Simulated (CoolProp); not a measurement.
Vapour-liquid equilibrium of isobutane (1) + R245fa (2) at 2.35 °C; x and y are mole fractions of (1).

Values from CoolProp's multi-fluid Helmholtz-energy mixture model, Bücker 2006 and Akasaka 2015; pair parameters Bell 2016.

| x | bubble pressure (MPa) | y at the bubble point | dew pressure at overall composition x (MPa) | liquid density (mol/L) |
|---|---|---|---|---|
| 0.05 | 0.1008 | 0.429 | 0.06225 | ? |
| 0.2 | 0.1630 | 0.675 | 0.07343 | 10.19 |
| 0.35 | 0.1803 | 0.720 | 0.08934 | ? |
| 0.5 | ? | 0.734 | 0.1137 | 9.930 |
| 0.65 | 0.1867 | 0.747 | 0.1541 | 9.867 |
| 0.8 | 0.1878 | 0.786 | 0.1875 | 9.861 |
| 0.95 | 0.1794 | 0.910 | 0.1755 | 9.913 |

Question: Some entries are withheld; supply them.

Answer: 
- 0.05, liquid density (mol/L): 10.37
- 0.35, liquid density (mol/L): 10.04
- 0.5, bubble pressure (MPa): 0.1845

y crosses x between x = 0.65 and 0.8: the model has an azeotrope there.

The pair parameters rest on a limited set of measurements; away from them the model extrapolates. With so large a gap from Raoult's law the liquid may split in two, which this calculation doesn't test in full.
